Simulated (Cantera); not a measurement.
Input: 1 mol BN, 4.4 mol O2, at 1475 °C.

Cantera equilibrium calculation (NASA polynomials, part measured and part estimated; ideal gas, pure solids and liquids). Candidate condensed phases: B, BN, B2O3; 17 gas species. The numbers say what is thermodynamically allowed, not how fast it happens.

Problem. At 100000 Pa, list the 4 most abundant gas species with their mole fractions, and the condensed phases.

Solution. O2 0.876, N2 0.119, NO 0.00275, B2O3 0.00163. Condensed: B2O3(l).
